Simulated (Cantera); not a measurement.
An isothermal, constant-pressure homogeneous reactor starts with C2H6 : N2 = 1 : 9.2 (molar parts), at 1625 K and 100.0 Torr. Integrator tolerance rtol = 1e-08.

Detailed kinetics in Cantera: GRI-Mech 3.0 (53 species, 325 reactions). GRI-Mech 3.0 stops at C3 and has no aromatics, soot or wall deposition, so with more carbon than oxygen in the feed, carbon stays in small species such as C2H2 where larger ones or solid carbon would form.

```json
[
 {"quantity": "x(C2H6) at 4.00 s", "before": "9.26e-8 (gas-phase equilibrium 5.63e-9)", "after": "9.21e-11 (gas-phase equilibrium 4.96e-11)"},
 {"quantity": "x(H) at 4.00 s", "before": "7.64e-5 (gas-phase equilibrium 7.86e-5)", "after": "0.00181 (gas-phase equilibrium 0.00181)"},
 {"quantity": "x(CH2) at 4.00 s", "before": "9.25e-9 (gas-phase equilibrium 1.87e-9)", "after": "9.33e-8 (gas-phase equilibrium 7.42e-8)"},
 {"quantity": "x(C2H2) at 4.00 s", "before": "0.0809 (gas-phase equilibrium 0.0372)", "after": "0.0816 (gas-phase equilibrium 0.0311)"},
 {"quantity": "x(C2H4) at 4.00 s", "before": "0.000156 (gas-phase equilibrium 7.21e-5)", "after": "1.19e-5 (gas-phase equilibrium 4.52e-6)"}
]
```

What was changed between the two runs?
(A) pressure from 100.0 Torr to 0.593 Torr
(B) temperature 1625 to 1048 K
(C) temperature 1625 to 2000 K
(D) temperature 1625 to 1025 K

C, temperature 1625 to 2000 K
